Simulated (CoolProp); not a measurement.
Computed with CoolProp (reference Helmholtz-energy equation of state, Gao 2016).

### Question
Give the vapour pressure (MPa), liquid density (kg/m³), vapour density (kg/m³), enthalpy of vaporisation (kJ/kg) of saturated sulfur dioxide at 347.2, 377.6, 407.9 K.

### Answer
```
T (K)  p (MPa)  liquid density (kg/m³)  vapour density (kg/m³)  enthalpy of vaporisation (kJ/kg)
-----  -------  ----------------------  ----------------------  --------------------------------
347.2     1.56                    1210                    42.0                               298
377.6     3.04                    1090                    85.6                               249
407.9     5.37                     923                     176                               176
```
